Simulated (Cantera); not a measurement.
**Si + Cl₂ (silicon etching in halogen gases)**

Input: 1 mol Si, a varied amount of Cl₂, at 675 K and 0.180 bar.

Method: chemical equilibrium by Gibbs-energy minimisation in Cantera with the NASA 1993 tables (ideal gas, pure condensed phases). Candidate condensed phases: Si; 9 gas species. The tables' values for SiCl₃ are old estimates; treat these amounts as uncertain. Rates play no part.

```csv
n(Cl₂) (mol),log p SiCl₄,log p Cl₂,log p SiCl₃,log p Cl,log p SiCl₂,n Si(s)
1.2,-0.74,<-12,-5.44,<-12,-7.48,0.400
1.4,-0.74,<-12,-5.44,<-12,-7.48,0.300
1.7,-0.74,<-12,-5.44,<-12,-7.48,0.150
2,-0.74,-11.36,-11.03,-12.20,<-12,0
2.5,-0.92,-1.22,<-12,-7.13,<-12,0
3,-1.05,-1.05,<-12,-7.04,<-12,0
3.6,-1.16,-0.96,<-12,-7.00,<-12,0
4.3,-1.26,-0.90,<-12,-6.97,<-12,0
5.2,-1.37,-0.86,<-12,-6.95,<-12,0
6.3,-1.47,-0.84,<-12,-6.94,<-12,0
7.5,-1.56,-0.82,<-12,-6.93,<-12,0
9.1,-1.65,-0.80,<-12,-6.92,<-12,0
```
log p: log10 of the partial pressure in bar; n: condensed amount in mol.

From 1.2 mol Cl₂ to 1.7 mol Cl₂ the condensed part is Si(s). From 2 mol Cl₂ to 9.1 mol Cl₂ nothing is condensed. The main Si-bearing gas is SiCl₄ throughout.
